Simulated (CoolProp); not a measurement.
Vapour-liquid equilibrium of carbon dioxide (1) + hydrogen sulfide (2) at -18.75 °C; x and y are mole fractions of (1).

Model: multi-fluid Helmholtz-energy mixture model, Span 1996 and Lemmon 2006; pair parameters Kunz 2012, in CoolProp.

```csv
x,"bubble pressure, mixture model (kPa)","bubble pressure, Raoult's law (kPa)","y, mixture model","y, Raoult's law"
0.05,750.6,644.1,0.259,0.159
0.15,1049,791.8,0.500,0.388
0.25,1274,939.4,0.612,0.545
0.35,1442,1087,0.679,0.659
0.45,1572,1235,0.727,0.746
0.55,1680,1382,0.767,0.814
0.65,1775,1530,0.806,0.870
0.75,1864,1678,0.849,0.915
0.85,1946,1825,0.899,0.953
0.95,2018,1973,0.962,0.986
```

The largest gap from Raoult's law is +35.6 % in bubble pressure, at x = 0.25. No azeotrope shows between x = 0.05 and 0.95.

Pair parameters are fitted to limited data, so mixtures are less certain than the pure fluids.
